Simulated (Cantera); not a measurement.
Feed: 1 mol CO, 0.016 mol O2, at 7900000 Pa.

Equilibrium computed with Cantera from the NASA thermochemical tables; the gas is ideal and each condensed phase is pure. Candidate condensed phases: C; 12 gas species. The ideal-gas law is rough above about 30 bar. The numbers say what is thermodynamically allowed, not how fast it happens.

Task: Which condensed phases are stable at each of these points (T (K)): 675, 875, 1075, 1275, 1475, 1675, 1875, 2075, 2275, 2475, 2675?

Result: 
```tsv
T (K)	condensed phases	C condensed (%)
675	C(graphite)	48.4
875	C(graphite)	47.5
1075	C(graphite)	40.6
1275	C(graphite)	19.6
1475	C(graphite)	2.5
1675	gas only	0.0
1875	gas only	0.0
2075	gas only	0.0
2275	gas only	0.0
2475	gas only	0.0
2675	gas only	0.0
```

From 675 K to 1475 K the condensed part is C(graphite). From 1675 K to 2675 K nothing is condensed.
